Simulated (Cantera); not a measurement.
Charge: 1 mol Si3N4, 0.12 mol H2O, 160 mol N2, held at 0.00825 Torr.

Method: chemical equilibrium by Gibbs-energy minimisation in Cantera with the NASA 1993 tables (ideal gas, pure condensed phases). Candidate condensed phases: H2O, Si, SiO2, Si2N2O, Si3N4; 35 gas species. Mutual solubility and eutectic melting of coexisting phases are not modelled. Equilibrium is a limit: real reactors are often held back by kinetics, nucleation or transport. All values below are at 1223 K.

Base state: N2 0.999, H2 0.000748 (mole fractions); condensed: Si2N2O(s) + Si3N4(s).

### Question
What changes in the equilibrium state with this change: 0.37 mol NH3 added?

### Answer
| species | before | after |
|---|---|---|
| N2 | 0.999 | 0.996 |
| H2 | 0.000748 | 0.00419 |
| Si2N2O(s), mol | 0.119 | 0.119 |
| Si3N4(s), mol | 0.920 | 0.920 |
